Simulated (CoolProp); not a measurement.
Computed with CoolProp (reference Helmholtz-energy equation of state, Gao 2022).

Problem. For n-perfluorobutane, give the phase and the density (kg/m³), cp (kJ/(kg K)), isothermal compressibility (1/MPa), expansivity (1/kK) at 332.2 K and 10 MPa.

Solution. 
- 332.2 K and 10 MPa: liquid; density 1450, cp 1.14, isothermal compressibility 0.00541, expansivity 2.33
